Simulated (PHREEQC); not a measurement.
PHREEQC input (ion-association model, wateq4f.dat):

```
SOLUTION_MASTER_SPECIES
  Amm  AmmH+  0  AmmH  17.031  # ammonia with no redox link, constants of NH4+
SOLUTION_SPECIES
  AmmH+ = AmmH+
    -log_k 0
  AmmH+ = Amm + H+
    -log_k -9.252
    -delta_h 12.48 kcal
    -analytic 0.6322 -0.001225 -2835.76
    -gamma 2.5 0.0
  AmmH+ + SO4-2 = AmmHSO4-
    -log_k 1.11
    -gamma 5.0 0.0
PHASES
  Amm(g)
    Amm = Amm
    -log_k 1.770
    -delta_h -8.170 kcal
EXCHANGE_SPECIES
  AmmH+ + X- = AmmHX
    -log_k 0.6
SOLUTION 1
  temp 25
  units mol/kgw
  pH 7 charge
  S(6) 0.0012
  Li 0.0024
  F 0.08
  Na 0.0401
  Se(6) 5e-05
SOLUTION 2
  temp 25
  units mol/kgw
  pH 7 charge
  F 0.1053
  Amm 0.052
END
SELECTED_OUTPUT 1
  -reset false
  -pH true
  -pe true
  -ionic_strength true
  -water true
  -totals Amm F Li Na S Se S(-2) S(6) Se(-2) Se(4)
    Se(6)
  -molalities H+ F- Li+ Na+ SO4-2 SeO4-2 NaSO4- HSO4- H2S HS-
    S-2 O2 LiSO4- OH- HF HF2- H2F2 NaF HSe- H2Se
    SeO3-2 H2SeO3 HSeO3- HSeO4- AmmH+ Amm AmmHSO4-
  -equilibrium_phases Mirabilite
PRINT
  -reset false
MIX 1
  1 1
  2 0
EQUILIBRIUM_PHASES 1
  Mirabilite 0 0
  O2(g) -0.68 10
END
# ... the last block is repeated for the other 10 points of share of solution B
```

Selected output (columns that matter, 11 of 11 rows; share of solution B added in front):

```
share of solution B	pH	mu	Amm	F	Li	Na	S	Se	m_H+	m_F-	m_Li+	m_Na+	m_SO4-2	m_SeO4-2
0	3.1634	0.043745	0	0.08	0.0024	0.0401	0.0012	5e-05	0.00079887	0.036072	0.0023947	0.039448	0.0010546	4.9122e-05
0.1	3.1628	0.044605	0.0052	0.08253	0.00216	0.03609	0.00108	4.5e-05	0.00080074	0.037075	0.0021558	0.035502	0.00093188	4.4212e-05
0.2	3.1623	0.045477	0.0104	0.08506	0.00192	0.03208	0.00096	4e-05	0.00080245	0.038075	0.0019167	0.031556	0.00081367	3.9302e-05
0.3	3.1618	0.046359	0.0156	0.08759	0.00168	0.02807	0.00084	3.5e-05	0.000804	0.039074	0.0016776	0.027609	0.00069968	3.4391e-05
0.4	3.1615	0.047253	0.0208	0.09012	0.00144	0.02406	0.00072	3e-05	0.0008054	0.040071	0.0014382	0.023664	0.00058964	2.9479e-05
0.5	3.1612	0.048157	0.026	0.09265	0.0012	0.02005	0.0006	2.5e-05	0.00080668	0.041066	0.0011988	0.019718	0.00048332	2.4568e-05
0.6	3.161	0.04907	0.0312	0.09518	0.00096	0.01604	0.00048	2e-05	0.00080784	0.042059	0.00095925	0.015773	0.00038048	1.9655e-05
0.7	3.1608	0.049993	0.0364	0.09771	0.00072	0.01203	0.00036	1.5e-05	0.00080889	0.04305	0.00071959	0.011829	0.00028092	1.4742e-05
0.8	3.1606	0.050924	0.0416	0.10024	0.00048	0.00802	0.00024	1e-05	0.00080983	0.044039	0.00047982	0.0078851	0.00018443	9.8288e-06
0.9	3.1606	0.051864	0.0468	0.10277	0.00024	0.00401	0.00012	5e-06	0.00081068	0.045026	0.00023996	0.0039421	9.0848e-05	4.9147e-06
1	3.1605	0.052811	0.052	0.1053	0	0	0	0	0.00081145	0.046012	0	0	0	0
```

wateq4f.dat counts part of the HF as a dimer, H2F2, which phreeqc.dat doesn't know; its constant is uncertain.
